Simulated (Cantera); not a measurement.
What does this Cantera script print?

```python
import numpy as np
import cantera as ct

gas_names = """
    CL CL2 H HCL H2 N NH NH2 NH3 N2 N2H2 N2H4 Si SiCL SiCL2 SiCL3 SiCL4 SiH SiHCL3 SiH2 SiH2CL2 SiH3
    SiH3CL SiH4 SiN Si2 Si2N Si3
""".split()
cond_names = """
    NH4CL(a) NH4CL(b) Si(cr) Si(L) Si3N4(a)
""".split()


# ... load() reads the species with a 1 bar reference pressure and builds the phases ...
atoms = {
    'SiH2Cl2': {'Si': 1, 'H': 2, 'CL': 2},
    'NH3': {'N': 1, 'H': 3},
    'H2': {'H': 2},
}
top_T = {'Si3N4(a)': 2400}  # K; cautious upper limits of use, not melting points


# ... equilibrate(T, P, feed) seeds the gas with the atoms and calls Mixture.equilibrate('TP', solver="vcs", rtol=1e-11, max_steps=5000) ...
results = []
feed = {'SiH2Cl2': 1, 'NH3': 8, 'H2': 35}  # mol
T = 723.15  # K
P = 1333.22  # Pa
mix = equilibrate(T, P, feed)
results.append((T, P, feed, dict(zip(mix.species_names, mix.species_moles))))
x = sorted(zip(gas.X, gas.species_names), reverse=True)
print(f"T = {T:g} K  P = {P:g} Pa  gas = {mix.phase_moles(0):.4g} mol")
print("   x: " + "  ".join(f"{s} {v:.3e}" for v, s in x if v > 0.0001))
print("   condensed (mol): " + ("  ".join(f"{mix.phase(i).name} {mix.phase_moles(i):.4g}"
      for i in range(1, mix.n_phases) if mix.phase_moles(i) > 1e-12) or "none"))
```

Output:

```
T = 723.15 K  P = 1333.22 Pa  gas = 52.33 mol
   x: H2 8.981e-01  N2 6.369e-02  HCL 3.819e-02
   condensed (mol): Si3N4(a) 0.3332
```

These are equilibrium values from Cantera (NASA tables, ideal gas, pure condensed phases), not measurements of a reactor.
